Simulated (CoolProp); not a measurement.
Methane along the isotherm 208.8 K: Z from the reference equation and from simpler models built on Tc = 190.6 K, pc = 4.599 MPa, ω = 0.011; each cubic takes its own stable root.

The numbers come from the reference Helmholtz-energy equation of state, Setzmann 1991 in CoolProp.

| p (MPa) | phase | reference | van der Waals | Redlich-Kwong | Soave-Redlich-Kwong |
|---|---|---|---|---|---|
| 0.0727 | gas | 0.9960 | 0.9962 | 0.9959 | 0.9959 |
| 0.117 | gas | 0.9935 | 0.9939 | 0.9933 | 0.9933 |
| 0.19 | gas | 0.9894 | 0.9901 | 0.9892 | 0.9892 |
| 0.307 | gas | 0.9829 | 0.9840 | 0.9824 | 0.9824 |
| 0.495 | gas | 0.9722 | 0.9739 | 0.9715 | 0.9715 |
| 0.8 | gas | 0.9545 | 0.9573 | 0.9535 | 0.9536 |
| 1.29 | gas | 0.9254 | 0.9296 | 0.9237 | 0.9239 |
| 2.09 | gas | 0.8751 | 0.8813 | 0.8728 | 0.8731 |
| 3.38 | gas | 0.7852 | 0.7924 | 0.7829 | 0.7835 |
| 5.45 | supercritical | 0.6049 | 0.5932 | 0.6075 | 0.6090 |
| 8.81 | supercritical | 0.3815 | 0.4490 | 0.4235 | 0.4250 |
| 14.2 | supercritical | 0.4823 | 0.6036 | 0.5161 | 0.5169 |
| 23 | supercritical | 0.6894 | 0.8730 | 0.7123 | 0.7129 |
